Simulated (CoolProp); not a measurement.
A simple Rankine cycle with dimethyl ether: condensing at 327.15 K, boiler at 4.33 MPa, turbine inlet 428.4 K, turbine efficiency 0.7, pump efficiency 0.8, no recuperator. Each further row changes one setting.

Computed with CoolProp (reference Helmholtz-energy equation of state, Wu 2011).

```json
[
 {"case": "as stated", "thermal efficiency (%)": "8.9", "net work (kJ/kg)": "43.1", "heat in (kJ/kg)": "482", "turbine exit temperature (K)": "…", "volume ratio over the turbine": "3.63"},
 {"case": "turbine inlet 448.4 K", "thermal efficiency (%)": "…", "net work (kJ/kg)": "…", "heat in (kJ/kg)": "530", "turbine exit temperature (K)": "…", "volume ratio over the turbine": "3.54"},
 {"case": "condensing temperature 319.15 K", "thermal efficiency (%)": "…", "net work (kJ/kg)": "50.5", "heat in (kJ/kg)": "502", "turbine exit temperature (K)": "365.6", "volume ratio over the turbine": "4.40"},
 {"case": "boiler pressure 3.03 MPa", "thermal efficiency (%)": "6.9", "net work (kJ/kg)": "35.1", "heat in (kJ/kg)": "511", "turbine exit temperature (K)": "392.5", "volume ratio over the turbine": "2.43"},
 {"case": "turbine efficiency 0.6", "thermal efficiency (%)": "…", "net work (kJ/kg)": "36.1", "heat in (kJ/kg)": "482", "turbine exit temperature (K)": "…", "volume ratio over the turbine": "…"}
]
```

What belongs in the gaps?


- as stated, turbine exit temperature (K): 372.6
- turbine inlet 448.4 K, thermal efficiency (%): 9.1
- turbine inlet 448.4 K, net work (kJ/kg): 48.2
- turbine inlet 448.4 K, turbine exit temperature (K): 395.6
- condensing temperature 319.15 K, thermal efficiency (%): 10.1
- turbine efficiency 0.6, thermal efficiency (%): 7.5
- turbine efficiency 0.6, turbine exit temperature (K): 376.4
- turbine efficiency 0.6, volume ratio over the turbine: 3.69
